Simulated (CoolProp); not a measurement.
Properties of toluene along the isobar 9.89 MPa (Tc = 318.6 °C, pc = 4.126 MPa, ω = 0.266).

Values from CoolProp's reference Helmholtz-energy equation of state, Lemmon 2006. It is a short technical equation, of lower accuracy than the large ones.

```csv
T (°C),phase,cp (kJ/(kg K)),cv (kJ/(kg K)),speed of sound (m/s),isothermal compressibility (1/MPa),expansivity (1/kK)
209.05,liquid,2.332,1.832,706.9,0.003682,1.625
218.85,liquid,2.369,1.860,675.9,0.004094,1.697
228.75,liquid,2.406,1.889,644.9,0.004579,1.778
238.55,liquid,2.444,1.916,614.3,0.005143,1.867
248.45,liquid,2.483,1.944,583.6,0.005815,1.969
258.25,liquid,2.522,1.971,553.5,0.006609,2.082
268.15,liquid,2.563,1.998,523.2,0.007571,2.212
277.95,liquid,2.605,2.024,493.6,0.008726,2.359
287.75,liquid,2.648,2.051,464.3,0.01014,2.526
297.65,liquid,2.694,2.077,435.2,0.01189,2.720
307.45,liquid,2.741,2.104,406.9,0.01405,2.940
317.35,liquid,2.791,2.130,379.0,0.01680,3.197
327.15,supercritical,2.844,2.156,352.2,0.02022,3.492
337.05,supercritical,2.900,2.182,326.2,0.02463,3.835
346.85,supercritical,2.960,2.208,301.7,0.03022,4.227
```
